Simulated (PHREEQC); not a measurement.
A solution holds 0.0012 mol CuSO4, 0.011 mol HBF4 and 0.0041 mol Na2SO4 per kg of water, at 25 °C. Closed to the air; pH follows from the charge balance.

All values are PHREEQC results (ion-association model, phreeqc.dat), not measurements.

This is a speciation only: nothing precipitates in the calculation.

Order these F species by the share of F that they hold, largest first: BF3OH-, BF4-, F-, HF, BF2(OH)2-.

BF4- (81 %), HF (13 %), BF3OH- (3.9 %), F- (1.3 %), BF2(OH)2- (0.61 %)

Order these Cu species by the share of Cu that they hold, largest first: CuF+, Cu+2, CuSO4.

Cu+2 (81 %), CuSO4 (18 %), CuF+ (0.50 %)

The pH is 2.12 and the ionic strength 0.0230 mol/kgw. Real BF4- forms and hydrolyses slowly; the run takes it at equilibrium.
